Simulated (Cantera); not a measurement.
Charge: 1 mol Si, 0.5 mol O2, 14 mol H2, at 1225 K and 13.3 mbar.

These are equilibrium values from Cantera (NASA tables, ideal gas, pure condensed phases), not measurements of a reactor. Candidate condensed phases: H2O, Si, SiO2; 18 gas species. Mutual solubility and eutectic melting of coexisting phases are not modelled. The tables hold silica as quartz up to 1696 K and as liquid above; real silica turns to tridymite and cristobalite and melts near 1996 K. Rates play no part.

Q: What is the equilibrium state?

A: 
| Item | Result |
|---|---|
| x(H2) | 1.000 |
| x(SiO) | 8.14e-5 |
| x(H) | 2.70e-6 |
| n(Si(s)) | 0.499 mol |
| n(SiO2(β-quartz)) | 0.499 mol |
| gas amount | 14.00 mol |
